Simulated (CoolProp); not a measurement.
n-perfluorohexane along the isobar 6.24 MPa: density (kg/m³) from the reference equation and from simpler models built on Tc = 448.0 K, pc = 1.742 MPa, ω = 0.497; each cubic takes its own stable root.

Computed with CoolProp (reference Helmholtz-energy equation of state, Gao 2022).

| T (K) | phase | reference |
|---|---|---|
| 234.3 | liquid | 1871 |
| 247 | liquid | 1837 |
| 259.7 | liquid | 1804 |
| 272.5 | liquid | 1770 |
| 285.2 | liquid | 1737 |
| 297.9 | liquid | 1703 |
| 310.7 | liquid | 1669 |
| 323.4 | liquid | 1634 |
| 336.1 | liquid | 1599 |
| 348.8 | liquid | 1562 |
| 361.6 | liquid | 1524 |
| 374.3 | liquid | 1485 |
| 387 | liquid | 1445 |

How far does each simpler model (Redlich-Kwong, Soave-Redlich-Kwong, Peng-Robinson) lie from the reference over these 13 states: mean and median of the absolute difference, and the worst?


- Redlich-Kwong: mean 16.3 %, median 16.2 %, worst -17.0 % at 234.3 K and 6.24 MPa
- Soave-Redlich-Kwong: mean 12.3 %, median 12.0 %, worst -13.8 % at 234.3 K and 6.24 MPa
- Peng-Robinson: mean 1.5 %, median 1.1 %, worst -3.4 % at 234.3 K and 6.24 MPa
